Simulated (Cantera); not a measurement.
What does this Cantera script print?

```python
import numpy as np
import cantera as ct

gas_names = """
    CL CL2 H HCL H2 N NH NH2 NH3 N2 N2H2 N2H4 Si SiCL SiCL2 SiCL3 SiCL4 SiH SiHCL3 SiH2 SiH2CL2 SiH3
    SiH3CL SiH4 SiN Si2 Si2N Si3
""".split()
cond_names = """
    NH4CL(a) NH4CL(b) Si(cr) Si(L) Si3N4(a)
""".split()


# ... load() reads the species with a 1 bar reference pressure and builds the phases ...
atoms = {
    'Si': {'Si': 1},
    'HCl': {'H': 1, 'CL': 1},
    'N2': {'N': 2},
}
top_T = {'Si3N4(a)': 2400}  # K; cautious upper limits of use, not melting points


# ... equilibrate(T, P, feed) seeds the gas with the atoms and calls Mixture.equilibrate('TP', solver="vcs", rtol=1e-11, max_steps=5000) ...
results = []
feed = {'Si': 1, 'HCl': 12, 'N2': 1.3}  # mol
P = 2.4  # Pa
for T in [1073, 1098, 1123, 1148, 1173, 1198, 1223, 1248, 1273, 1298, 1323, 1348, 1373]:
    mix = equilibrate(T, P, feed)
    results.append((T, P, feed, dict(zip(mix.species_names, mix.species_moles))))

top = {s: max(r[3][s] / sum(r[3][g] for g in gas_names) for r in results) for s in gas_names}
cols = sorted((s for s in top if top[s] > 0.0001), key=lambda s: -top[s])[:7]
seen = [c for c in cond_names if any(r[3].get(c, 0) > 1e-12 for r in results)]
print("log10 of partial pressures in bar; condensed amounts in mol")
print(f"{'T/K':>10s}" + "".join(f"{s[:9]:>10s}" for s in cols + seen))
for T, P, feed, n in results:
    ng = sum(n[g] for g in gas_names)
    print(f"{T:10.4g}" + "".join(f"{np.log10(max(n[s] / ng * P / 1e5, 1e-99)):10.3f}" for s in cols)
          + "".join(f"{n.get(c, 0):10.4g}" for c in seen))
```

It prints:

```
log10 of partial pressures in bar; condensed amounts in mol
       T/K       HCL        H2        N2     SiCL4     SiCL2     SiCL3        CL
      1073    -4.801    -5.430    -5.599    -5.764    -6.973    -6.971    -9.983
      1098    -4.796    -5.446    -5.601    -5.802    -6.705    -6.827    -9.728
      1123    -4.791    -5.468    -5.604    -5.858    -6.480    -6.716    -9.479
      1148    -4.784    -5.498    -5.607    -5.934    -6.299    -6.638    -9.235
      1173    -4.777    -5.531    -5.611    -6.032    -6.158    -6.592    -8.998
      1198    -4.770    -5.567    -5.615    -6.150    -6.050    -6.574    -8.769
      1223    -4.764    -5.602    -5.618    -6.287    -5.970    -6.579    -8.550
      1248    -4.759    -5.632    -5.621    -6.439    -5.911    -6.604    -8.341
      1273    -4.755    -5.658    -5.623    -6.605    -5.868    -6.645    -8.143
      1298    -4.752    -5.679    -5.625    -6.780    -5.837    -6.697    -7.956
      1323    -4.750    -5.694    -5.626    -6.962    -5.814    -6.757    -7.779
      1348    -4.749    -5.705    -5.627    -7.147    -5.798    -6.823    -7.611
      1373    -4.748    -5.713    -5.628    -7.333    -5.786    -6.892    -7.451
```

Method: chemical equilibrium by Gibbs-energy minimisation in Cantera with the NASA 1993 tables (ideal gas, pure condensed phases). The tables' values for SiCl3 are old estimates; treat these amounts as uncertain.
